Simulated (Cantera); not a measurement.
Input: 1 mol SiC, 0.0012 mol O2, 970 mol H2, at 25.0 mbar.

Equilibrium computed with Cantera from the NASA thermochemical tables; the gas is ideal and each condensed phase is pure. Candidate condensed phases: C, C6H6, C7H8, C8H18, H2O, Si, SiC, SiO2; 123 gas species. Mutual solubility and eutectic melting of coexisting phases are not modelled. Gases not in the tables: Si2H6 and higher silanes. Kinetics and transport are ignored.

x: gas mole fraction; n: condensed amount in mol.

```csv
T (°C),x H2,x H,x Si,x C2H2 (acetylene),x SiH,n SiC(s),n SiO2(β-quartz)
852,1.000,2.81e-7,1.13e-12,<1e-12,4.47e-12,0.998,0.000513
952,1.000,1.97e-6,4.26e-11,6.55e-12,8.64e-11,0.998,0
1052,1.000,1.03e-5,1.13e-9,1.07e-10,1.30e-9,0.998,0
1152,1.000,___,___,___,___,0.998,0
1252,1.000,0.000150,1.96e-7,1.15e-8,8.99e-8,0.998,0
1352,1.000,___,___,___,___,0.996,0
1452,0.999,0.00117,5.04e-6,1.69e-6,1.14e-6,0.991,0
1552,0.997,0.00278,2.12e-5,1.14e-5,3.56e-6,0.971,0
1652,0.994,0.00603,8.62e-5,5.01e-5,1.11e-5,0.893,0
1752,0.987,0.0121,0.000312,0.000180,3.14e-5,0.627,0
```

Question: Complete the blanks.

Answer: 
- 1152, x H: 4.31e-5
- 1152, x Si: 1.89e-8
- 1152, x C2H2 (acetylene): 1.18e-9
- 1152, x SiH: 1.33e-8
- 1352, x H: 0.000446
- 1352, x Si: 1.20e-6
- 1352, x C2H2 (acetylene): 1.37e-7
- 1352, x SiH: 3.78e-7
